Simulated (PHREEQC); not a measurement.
Buffer (model solution)

Dissolve 0.3 mol NaHSO4, 0.25 mol K2HPO4 and 0.29 mol KCl per kg of water at 20 °C. Closed to the air; pH follows from the charge balance.

Computed with PHREEQC (ion-association model, phreeqc.dat).

Each row changes one thing in this solution. Precipitation was switched off in this run.

| case | pH | ionic strength (mol/kgw) | K+ (mol/kgw) | SI of Sylvite (KCl) |
|---|---|---|---|---|
| as made | 2.57 | 1.12 | 0.693 | -2.01 |
| NaHSO4 from 0.3 to 0.03 mol/kgw | 7.41 | 0.960 | 0.737 | -1.98 |
| K2HPO4 left out | 1.01 | 0.761 | 0.266 | -2.40 |
| NaHSO4 replaced by Na3PO4 at the same molality | 11.17 | 2.67 | 0.761 | -2.01 |
| NaHSO4 replaced by KHSO4 at the same molality | 2.57 | 1.12 | 0.957 | -1.87 |
| KCl from 0.29 to 0.435 mol/kgw | 2.55 | 1.25 | 0.829 | -1.77 |
| diluted 5-fold with water | 2.84 | 0.250 | 0.147 | -3.25 |

The ionic strength passes 0.7 mol/kgw, the rough limit of the ion-association models, in as made; NaHSO4 from 0.3 to 0.03 mol/kgw; K2HPO4 left out; NaHSO4 replaced by Na3PO4 at the same molality; NaHSO4 replaced by KHSO4 at the same molality; KCl from 0.29 to 0.435 mol/kgw.
